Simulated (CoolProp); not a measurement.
Vapour-liquid equilibrium of dimethyl carbonate (1) + n-octane (2) at 30.1 kPa; x and y are mole fractions of (1).

Values from CoolProp's multi-fluid Helmholtz-energy mixture model, Zhou 2011 and Beckmüller 2019; pair parameters Bell 2016.

Q: Give the bubble temperature and the first vapour's composition at x = 0.35, 0.65, 0.95. Is there an azeotrope?

A: x = 0.35: 56.8 °C, y = 0.763; x = 0.65: 55.1 °C, y = 0.800; x = 0.95: 55.3 °C, y = 0.921. y crosses x between x = 0.8 and 0.875: the model has an azeotrope there.

The pair parameters rest on a limited set of measurements; away from them the model extrapolates. With so large a gap from Raoult's law the liquid may split in two, which this calculation doesn't test in full.
